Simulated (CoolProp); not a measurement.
Vapour-liquid equilibrium of R227EA (1) + isobutene (2) at 208.9 K; x and y are mole fractions of (1).

Values from CoolProp's multi-fluid Helmholtz-energy mixture model, Lemmon 2016 and Lemmon 2005; pair parameters Bell 2016.

```json
[
 {"x": "0.05", "bubble pressure, mixture model (bar)": "0.06821", "bubble pressure, Raoult's law (bar)": "0.05287", "y, mixture model": "___", "y, Raoult's law": "0.067"},
 {"x": "0.2", "bubble pressure, mixture model (bar)": "0.08862", "bubble pressure, Raoult's law (bar)": "0.05572", "y, mixture model": "0.490", "y, Raoult's law": "0.255"},
 {"x": "0.35", "bubble pressure, mixture model (bar)": "0.09294", "bubble pressure, Raoult's law (bar)": "0.05857", "y, mixture model": "0.536", "y, Raoult's law": "0.424"},
 {"x": "0.5", "bubble pressure, mixture model (bar)": "___", "bubble pressure, Raoult's law (bar)": "0.06141", "y, mixture model": "0.556", "y, Raoult's law": "0.577"},
 {"x": "0.65", "bubble pressure, mixture model (bar)": "___", "bubble pressure, Raoult's law (bar)": "0.06426", "y, mixture model": "0.587", "y, Raoult's law": "0.717"},
 {"x": "0.8", "bubble pressure, mixture model (bar)": "0.09030", "bubble pressure, Raoult's law (bar)": "0.06711", "y, mixture model": "___", "y, Raoult's law": "0.845"},
 {"x": "0.95", "bubble pressure, mixture model (bar)": "0.07823", "bubble pressure, Raoult's law (bar)": "0.06995", "y, mixture model": "___", "y, Raoult's law": "0.963"}
]
```

**Question.** Some entries are withheld; supply them.

**Answer.** 
- 0.05, y, mixture model: 0.272
- 0.5, bubble pressure, mixture model (bar): 0.09386
- 0.65, bubble pressure, mixture model (bar): 0.09369
- 0.8, y, mixture model: 0.663
- 0.95, y, mixture model: 0.864

The largest gap from Raoult's law is +59.0 % in bubble pressure, at x = 0.2. y crosses x between x = 0.5 and 0.65: the model has an azeotrope there.

Pair parameters are fitted to limited data, so mixtures are less certain than the pure fluids. With so large a gap from Raoult's law the liquid may split in two, which this calculation doesn't test in full.
